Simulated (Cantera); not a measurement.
Charge: 1 mol Pb, a varied amount of H2S, 170 mol N2, equilibrated at 1.00 bar.

Equilibrium computed with Cantera from the NASA thermochemical tables; the gas is ideal and each condensed phase is pure. Candidate condensed phases: Pb, PbS, S; 18 gas species. Mutual solubility and eutectic melting of coexisting phases are not modelled. The numbers say what is thermodynamically allowed, not how fast it happens.

Problem. What condenses at these points (T in K, n(H2S) in mol): (1173, 0.75); (1073, 0.75); (1023, 0.75); (1023, 1.9); (923, 0.52); (1073, 0.63); (1223, 1.9)?

Solution. 
```tsv
T (K)	n(H2S) in mol	condensed phases	Pb condensed (%)
1173	0.75	Pb	22.3
1073	0.75	Pb + PbS	89.8
1023	0.75	Pb + PbS	96.8
1023	1.9	PbS	97.3
923	0.52	Pb + PbS	99.8
1073	0.63	Pb + PbS	89.8
1223	1.9	gas only	0.0
```
